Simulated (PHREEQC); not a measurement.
Dissolve 0.16 mol CdCl2 and 0.071 mol H2SO4 per kg of water at 23 °C. Closed to the air; pH follows from the charge balance.

The numbers come from PHREEQC with the ion-association model, wateq4f.dat.

```
quantity                  before   after
------------------------  ------  ------
pH                          1.11    1.12
ionic strength (mol/kgw)   0.281   0.363
HSO4- (mol/kgw)           0.0438  0.0435
SO4-2 (mol/kgw)           0.0167  0.0180
```

What was changed between the two runs?
A) CdCl2 left out
B) H2SO4 from 0.071 to 0.71 mol/kgw
C) H2SO4 replaced by Li2SO4 at the same molality
D) H2SO4 from 0.071 to 0.355 mol/kgw
E) 0.11 mol/kgw KCl added

E, 0.11 mol/kgw KCl added

This is a speciation only: nothing precipitates in the calculation.
